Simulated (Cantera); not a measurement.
A closed system holds: 1 mol BCl3, 3.2 mol H2O, 50 mol H2, 0.29 mol N2, equilibrated at 13.3 mbar.

Cantera equilibrium calculation (NASA polynomials, part measured and part estimated; ideal gas, pure solids and liquids). Candidate condensed phases: B, BN, B2O3, B3O3H3, H2O, NH4Cl; 49 gas species. The tables' values for BOCl are old estimates; treat these amounts as uncertain. Gases not in the tables: H3BO3. The numbers say what is thermodynamically allowed, not how fast it happens.

log p: log10 of the partial pressure in bar; n: condensed amount in mol.

```tsv
T (K)	log p H2	log p HCl	log p H2O	log p HBO2	log p H	n B2O3(l)
950	-1.92	-3.14	-3.39	-6.75	-10.21	0.498
1100	-1.92	-3.14	-3.39	…	…	0.492
1250	-1.92	-3.14	-3.40	…	…	…
1400	-1.92	-3.14	-3.49	-3.77	-6.27	0.136
1550	-1.92	-3.14	-3.52	-3.66	-5.46	0
1700	-1.92	-3.14	-3.51	-3.68	-4.79	0
1850	-1.92	-3.15	-3.49	-3.71	-4.23	0
2000	-1.93	-3.15	-3.47	-3.76	-3.75	0
```

### Question
Complete the blanks.

### Answer

- 1100, log p HBO2: -5.45
- 1100, log p H: -8.55
- 1250, log p HBO2: -4.49
- 1250, log p H: -7.27
- 1250, n B2O3(l): 0.432
